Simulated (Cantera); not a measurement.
Input (Python, Cantera) and output of one run.

```python
import numpy as np
import cantera as ct

gas_names = """
    CL CL2 Si SiCL SiCL2 SiCL3 SiCL4 Si2 Si3
""".split()
cond_names = """
    Si(cr) Si(L)
""".split()


# ... load() reads the species with a 1 bar reference pressure and builds the phases ...
atoms = {
    'Si': {'Si': 1},
    'Cl2': {'CL': 2},
}
top_T = {}  # K; cautious upper limits of use, not melting points


# ... equilibrate(T, P, feed) seeds the gas with the atoms and calls Mixture.equilibrate('TP', solver="vcs", rtol=1e-11, max_steps=5000) ...
results = []
feed = {'Si': 1, 'Cl2': 8.3}  # mol
P = 133.322  # Pa
for T in [500, 600, 700, 800, 900, 1000, 1100, 1200, 1300, 1400, 1500, 1600]:
    mix = equilibrate(T, P, feed)
    results.append((T, P, feed, dict(zip(mix.species_names, mix.species_moles))))

top = {s: max(r[3][s] / sum(r[3][g] for g in gas_names) for r in results) for s in gas_names}
cols = sorted((s for s in top if top[s] > 1e-06), key=lambda s: -top[s])[:8]
seen = [c for c in cond_names if any(r[3].get(c, 0) > 1e-12 for r in results)]
print("log10 of partial pressures in bar; condensed amounts in mol")
print(f"{'T/K':>10s}" + "".join(f"{s[:9]:>10s}" for s in cols + seen))
for T, P, feed, n in results:
    ng = sum(n[g] for g in gas_names)
    print(f"{T:10.4g}" + "".join(f"{np.log10(max(n[s] / ng * P / 1e5, 1e-99)):10.3f}" for s in cols)
          + "".join(f"{n.get(c, 0):10.4g}" for c in seen))
```

It prints:

```
log10 of partial pressures in bar; condensed amounts in mol
       T/K       CL2        CL     SiCL4     SiCL3     SiCL2
       500    -2.939   -11.311    -3.738   -25.584   -43.399
       600    -2.939    -9.178    -3.738   -20.858   -34.829
       700    -2.939    -7.649    -3.738   -17.488   -28.720
       800    -2.939    -6.499    -3.738   -14.966   -24.148
       900    -2.940    -5.601    -3.739   -13.008   -20.599
      1000    -2.944    -4.883    -3.741   -11.445   -17.765
      1100    -2.957    -4.298    -3.747   -10.168   -15.445
      1200    -2.995    -3.823    -3.764    -9.104   -13.502
      1300    -3.086    -3.450    -3.801    -8.200   -11.825
      1400    -3.270    -3.181    -3.862    -7.402   -10.315
      1500    -3.577    -3.022    -3.931    -6.655    -8.878
      1600    -3.981    -2.950    -3.981    -5.925    -7.477
```

Equilibrium computed with Cantera from the NASA thermochemical tables; the gas is ideal and each condensed phase is pure. The tables' values for SiCl3 are old estimates; treat these amounts as uncertain.
